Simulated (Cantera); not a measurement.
# Equilibrium for fluorocarbon and chlorocarbon gases: CCl₄ + HCl + F₂

Feed: 1 mol CCl₄, 0.059 mol HCl, 0.056 mol F₂, held at 2750 °C and 56.0 mbar.

Method: chemical equilibrium by Gibbs-energy minimisation in Cantera with the NASA 1993 tables (ideal gas, pure condensed phases). Candidate condensed phases: C, C₆H₆, C₇H₈, C₈H₁₈; 118 gas species. The tables' values for CCl are old estimates; treat these amounts as uncertain. The numbers say what is thermodynamically allowed, not how fast it happens.

The x(Cl) is 0.958 and the x(F) is 0.0164. The x(HF) is 0.00796. The x(C₃) is 0.00711 and the x(HCl) is 0.00440. The x(CF) is 0.00199 and the x(H) comes out as 0.00160. The x(C) is 0.00112 and the x(C₂) is 0.000725. The n(C(graphite)) is 0.886 mol and the gas amount is 4.214 mol.
